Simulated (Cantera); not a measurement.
Input (Python, Cantera) and output of one run.

```python
import numpy as np
import cantera as ct

gas_names = """
    CL CL2 N N2 Si SiCL SiCL2 SiCL3 SiCL4 SiN Si2 Si2N Si3
""".split()
cond_names = """
    Si(cr) Si(L) Si3N4(a)
""".split()


# ... load() reads the species with a 1 bar reference pressure and builds the phases ...
atoms = {
    'Si2Cl6': {'Si': 2, 'CL': 6},
    'N2': {'N': 2},
}
top_T = {'Si3N4(a)': 2400}  # K; cautious upper limits of use, not melting points


# ... equilibrate(T, P, feed) seeds the gas with the atoms and calls Mixture.equilibrate('TP', solver="vcs", rtol=1e-11, max_steps=5000) ...
results = []
feed = {'Si2Cl6': 1, 'N2': 0.41}  # mol
for P in [5, 26, 140, 710, 3700, 19000, 100000]:
    for T in [1048, 1098, 1148, 1198, 1248, 1298, 1348, 1398, 1448, 1498, 1548, 1598]:
        mix = equilibrate(T, P, feed)
        results.append((T, P, feed, dict(zip(mix.species_names, mix.species_moles))))

for T, P, feed, n in results:
    print(f"{T:7g} {P:10.4g}  " + (" + ".join(c for c in cond_names if n.get(c, 0) > 1e-12) or "gas only"))
```

Output:

```
   1048          5  Si3N4(a)
   1098          5  Si3N4(a)
   1148          5  Si3N4(a)
   1198          5  Si3N4(a)
   1248          5  gas only
   1298          5  gas only
   1348          5  gas only
   1398          5  gas only
   1448          5  gas only
   1498          5  gas only
   1548          5  gas only
   1598          5  gas only
   1048         26  Si3N4(a)
   1098         26  Si3N4(a)
   1148         26  Si3N4(a)
   1198         26  Si3N4(a)
   1248         26  Si3N4(a)
   1298         26  gas only
   1348         26  gas only
   1398         26  gas only
   1448         26  gas only
   1498         26  gas only
   1548         26  gas only
   1598         26  gas only
   1048        140  Si3N4(a)
   1098        140  Si3N4(a)
   1148        140  Si3N4(a)
   1198        140  Si3N4(a)
   1248        140  Si3N4(a)
   1298        140  Si3N4(a)
   1348        140  Si3N4(a)
   1398        140  gas only
   1448        140  gas only
   1498        140  gas only
   1548        140  gas only
   1598        140  gas only
   1048        710  Si3N4(a)
   1098        710  Si3N4(a)
   1148        710  Si3N4(a)
   1198        710  Si3N4(a)
   1248        710  Si3N4(a)
   1298        710  Si3N4(a)
   1348        710  Si3N4(a)
   1398        710  Si3N4(a)
   1448        710  gas only
   1498        710  gas only
   1548        710  gas only
   1598        710  gas only
   1048       3700  Si3N4(a)
   1098       3700  Si3N4(a)
   1148       3700  Si3N4(a)
   1198       3700  Si3N4(a)
   1248       3700  Si3N4(a)
   1298       3700  Si3N4(a)
   1348       3700  Si3N4(a)
   1398       3700  Si3N4(a)
   1448       3700  Si3N4(a)
   1498       3700  Si3N4(a)
   1548       3700  gas only
   1598       3700  gas only
   1048    1.9e+04  Si3N4(a)
   1098    1.9e+04  Si3N4(a)
   1148    1.9e+04  Si3N4(a)
   1198    1.9e+04  Si3N4(a)
   1248    1.9e+04  Si3N4(a)
   1298    1.9e+04  Si3N4(a)
   1348    1.9e+04  Si3N4(a)
   1398    1.9e+04  Si3N4(a)
   1448    1.9e+04  Si3N4(a)
   1498    1.9e+04  Si3N4(a)
   1548    1.9e+04  Si3N4(a)
   1598    1.9e+04  Si3N4(a)
   1048      1e+05  Si3N4(a)
   1098      1e+05  Si3N4(a)
   1148      1e+05  Si3N4(a)
   1198      1e+05  Si3N4(a)
   1248      1e+05  Si3N4(a)
   1298      1e+05  Si3N4(a)
   1348      1e+05  Si3N4(a)
   1398      1e+05  Si3N4(a)
   1448      1e+05  Si3N4(a)
   1498      1e+05  Si3N4(a)
   1548      1e+05  Si3N4(a)
   1598      1e+05  Si3N4(a)
```

These are equilibrium values from Cantera (NASA tables, ideal gas, pure condensed phases), not measurements of a reactor. The feed counts by its element totals alone. N2 is the only nitrogen source here; it is nearly inert below about 1500 K, so the nitride shown seldom forms there in practice. The tables' values for SiCl3 are old estimates.
